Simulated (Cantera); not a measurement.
Charge: 1 mol B, 0.64 mol N2, 0.41 mol H2O, held at 66.8 Torr.

Method: chemical equilibrium by Gibbs-energy minimisation in Cantera with the NASA 1993 tables (ideal gas, pure condensed phases). Candidate condensed phases: B, BN, B2O3, B3O3H3, H2O; 39 gas species. Mutual solubility and eutectic melting of coexisting phases are not modelled. Gases not in the tables: H3BO3. The numbers say what is thermodynamically allowed, not how fast it happens.

### Question
Which condensed phases are stable at each of these points (T (°C)): 1327, 1377, 1427, 1477, 1527, 1577, 1627?

### Answer
```json
[
 {"T (°C)": "1327", "condensed phases": "BN(s) + B2O3(l)", "B condensed (%)": "99.1"},
 {"T (°C)": "1377", "condensed phases": "BN(s) + B2O3(l)", "B condensed (%)": "98.3"},
 {"T (°C)": "1427", "condensed phases": "BN(s) + B2O3(l)", "B condensed (%)": "97.0"},
 {"T (°C)": "1477", "condensed phases": "BN(s) + B2O3(l)", "B condensed (%)": "94.4"},
 {"T (°C)": "1527", "condensed phases": "BN(s) + B2O3(l)", "B condensed (%)": "89.4"},
 {"T (°C)": "1577", "condensed phases": "BN(s) + B2O3(l)", "B condensed (%)": "79.2"},
 {"T (°C)": "1627", "condensed phases": "BN(s)", "B condensed (%)": "70.0"}
]
```

From 1327 °C to 1577 °C the condensed part is BN(s) + B2O3(l). At 1627 °C the condensed part is BN(s). The share of B in condensed phases is highest at 1327 °C (99.1 %) and lowest at 1627 °C (70.0 %).
